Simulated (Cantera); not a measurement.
## Low-pressure radical oxidation in H2/O2

A perfectly stirred reactor is fed with H2 : O2 : N2 = 0.11 : 1 : 1.1 (molar parts), at 0.0267 bar; it is held at 1325 K, and followed from long to short residence time.

Model: the H2/O2 subset of GRI-Mech 3.0, which has no nitrogen chemistry, integrated in Cantera. Radical loss at walls, strong at low pressure, is not modelled. The temperature is held fixed by assumption; the heat of reaction is taken as removed at once.

```json
[
 {"τ (s)": "9.6", "x H2": "3.39e-5", "x O2": "0.438", "x H2O": "0.0507", "x OH": "0.000568", "x H2O2": "2.69e-8", "x HO2": "4.51e-7"},
 {"τ (s)": "2.6", "x H2": "7.84e-5", "x O2": "0.438", "x H2O": "0.0505", "x OH": "0.000875", "x H2O2": "4.24e-8", "x HO2": "8.19e-7"},
 {"τ (s)": "0.69", "x H2": "0.000181", "x O2": "0.436", "x H2O": "0.0500", "x OH": "0.00135", "x H2O2": "6.28e-8", "x HO2": "1.36e-6"},
 {"τ (s)": "0.18", "x H2": "0.000406", "x O2": "0.434", "x H2O": "0.0490", "x OH": "0.00204", "x H2O2": "8.62e-8", "x HO2": "2.01e-6"},
 {"τ (s)": "0.049", "x H2": "0.000836", "x O2": "0.430", "x H2O": "0.0471", "x OH": "0.00292", "x H2O2": "1.06e-7", "x HO2": "2.59e-6"},
 {"τ (s)": "0.013", "x H2": "0.00159", "x O2": "0.424", "x H2O": "0.0439", "x OH": "0.00385", "x H2O2": "1.20e-7", "x HO2": "2.98e-6"},
 {"τ (s)": "0.0035", "x H2": "0.00302", "x O2": "0.420", "x H2O": "0.0402", "x OH": "0.00471", "x H2O2": "1.37e-7", "x HO2": "3.17e-6"},
 {"τ (s)": "0.00094", "x H2": "0.00686", "x O2": "0.422", "x H2O": "0.0348", "x OH": "0.00566", "x H2O2": "1.74e-7", "x HO2": "3.26e-6"},
 {"τ (s)": "0.00025", "x H2": "0.0182", "x O2": "0.430", "x H2O": "0.0240", "x OH": "0.00596", "x H2O2": "1.96e-7", "x HO2": "3.11e-6"}
]
```
x: mole fraction; the columns are a selection and need not sum to one.
